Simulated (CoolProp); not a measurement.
C3F8 (R218) along the isotherm 374.8 K: fugacity coefficient from the reference equation and from simpler models built on Tc = 345.0 K, pc = 2.640 MPa, ω = 0.317; each cubic takes its own stable root.

The numbers come from the reference Helmholtz-energy equation of state, Lemmon 2006 in CoolProp. It is a short technical equation, of lower accuracy than the large ones.

```tsv
p (MPa)	phase	reference
0.0632	gas	0.9942
0.107	gas	0.9902
0.18	gas	0.9835
0.304	gas	0.9721
0.513	gas	0.9530
0.866	gas	0.9209
1.46	gas	0.8673
2.47	gas	0.7766
4.16	supercritical	0.6283
7.02	supercritical	0.4625
11.9	supercritical	0.3614
20	supercritical	0.3247
```

Problem. How far does each simpler model (Soave-Redlich-Kwong, Peng-Robinson) lie from the reference over these 12 states: mean and median of the absolute difference, and the worst?

Solution. 
- Soave-Redlich-Kwong: mean 1.7 %, median 0.2 %, worst +7.9 % at 374.8 K and 20 MPa
- Peng-Robinson: mean 1.9 %, median 1.8 %, worst -5.5 % at 374.8 K and 20 MPa
